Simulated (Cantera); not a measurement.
Cantera run:

```python
import numpy as np
import cantera as ct

gas_names = """
    CL CL2 H HCL H2 N NH NH2 NH3 N2 N2H2 N2H4 Si SiCL SiCL2 SiCL3 SiCL4 SiH SiHCL3 SiH2 SiH2CL2 SiH3
    SiH3CL SiH4 SiN Si2 Si2N Si3
""".split()
cond_names = """
    NH4CL(a) NH4CL(b) Si(cr) Si(L) Si3N4(a)
""".split()


# ... load() reads the species with a 1 bar reference pressure and builds the phases ...
atoms = {
    'Si2H6': {'Si': 2, 'H': 6},
    'HCl': {'H': 1, 'CL': 1},
    'N2': {'N': 2},
}
top_T = {'Si3N4(a)': 2400}  # K; cautious upper limits of use, not melting points


# ... equilibrate(T, P, feed) seeds the gas with the atoms and calls Mixture.equilibrate('TP', solver="vcs", rtol=1e-11, max_steps=5000) ...
results = []
feed = {'Si2H6': 1, 'HCl': 0.018, 'N2': 81}  # mol
T = 1475  # K
P = 1333.22  # Pa
mix = equilibrate(T, P, feed)
results.append((T, P, feed, dict(zip(mix.species_names, mix.species_moles))))
print(gas.report(threshold=0.001))
for i in range(1, mix.n_phases):
    print(f"{mix.phase(i).name:16s} {mix.phase_moles(i):12.5e} mol")
```

Result:

```
       temperature   1475 K
          pressure   1333.2 Pa
           density   0.0029431 kg/m^3
  mean mol. weight   27.072 kg/kmol
   phase of matter   gas

                          1 kg             1 kmol
                     ---------------   ---------------
          enthalpy         1.382e+06        3.7413e+07  J
   internal energy        9.2897e+05        2.5149e+07  J
           entropy             10202         2.762e+05  J/K
    Gibbs function       -1.3666e+07       -3.6998e+08  J
 heat capacity c_p            1277.9             34597  J/K
 heat capacity c_v            970.81             26282  J/K

                      mass frac. Y      mole frac. X     chem. pot. / RT
                     ---------------   ---------------   ---------------
                H2          0.002701          0.036271           -26.188
                N2             0.997           0.96349           -30.315
     [  +26 minor]        0.00029404        0.00023903

Si(cr)            0.00000e+00 mol
Si3N4(a)          6.66664e-01 mol
```

These are equilibrium values from Cantera (NASA tables, ideal gas, pure condensed phases), not measurements of a reactor. The feed counts by its element totals alone. N2 is the only nitrogen source here; it is nearly inert below about 1500 K, so the nitride shown seldom forms there in practice.
